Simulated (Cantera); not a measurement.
Feed: 1 mol Cu2O, 0.85 mol CH4, 3.4 mol H2, equilibrated at 0.0450 bar.

These are equilibrium values from Cantera (NASA tables, ideal gas, pure condensed phases), not measurements of a reactor. Candidate condensed phases: C, C6H6, C7H8, C8H18, Cu, CuO, Cu(OH)2, Cu2O, H2O; 113 gas species. Rates play no part. All values below are at 1998 K.

Base state: H2 0.748, CO 0.128, Cu 0.0939, H2O 0.0219, H 0.00654, CO2 0.000820, Cu2 0.000385, OH 1.91e-5 (mole fractions); condensed: Cu(l).

Problem. What changes in the equilibrium state with this change: H2 from 3.4 to 0.71 mol?

Solution. 
```csv
species,before,after
H2,0.748,0.626
CO,0.128,0.232
Cu,0.0939,0.0939
H2O,0.0219,0.0384
CO2,0.000820,0.00311
OH,1.91e-5,3.65e-5
"Cu(l), mol",1.38,1.66
```
